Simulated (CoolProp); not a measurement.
Ethylene along the isobar 69.1 bar: fugacity coefficient from the reference equation and from simpler models built on Tc = 282.4 K, pc = 50.42 bar, ω = 0.087; each cubic takes its own stable root.

Model: reference Helmholtz-energy equation of state, Smukala 2000, in CoolProp.

```csv
T (K),phase,reference,van der Waals,Redlich-Kwong,Peng-Robinson
254.1,liquid,0.3272,0.4191,0.3436,0.3212
267.2,liquid,0.4143,0.4846,0.4286,0.4054
280.3,liquid,0.5054,0.5493,0.5144,0.4920
293.3,supercritical,0.5925,0.6101,0.5932,0.5721
306.4,supercritical,0.6588,0.6633,0.6546,0.6336
319.4,supercritical,…,0.7034,0.6990,0.6789
332.5,supercritical,0.7423,0.7354,0.7351,0.7163
345.5,supercritical,0.7733,0.7620,0.7652,0.7479
358.6,supercritical,0.7998,0.7850,0.7912,0.7755
371.7,supercritical,0.8228,0.8051,0.8137,0.7995
384.7,supercritical,0.8426,0.8227,0.8331,0.8206
397.8,supercritical,0.8602,0.8384,…,0.8393
410.8,supercritical,…,0.8523,…,0.8559
423.9,supercritical,0.8893,0.8649,0.8791,0.8708
436.9,supercritical,0.9014,0.8762,0.8911,0.8840
450,supercritical,0.9123,0.8864,…,0.8959
```

Question: What belongs in the gaps?

Answer: 
- 319.4, reference: 0.7050
- 397.8, Redlich-Kwong: 0.8504
- 410.8, reference: 0.8756
- 410.8, Redlich-Kwong: 0.8656
- 450, Redlich-Kwong: 0.9019
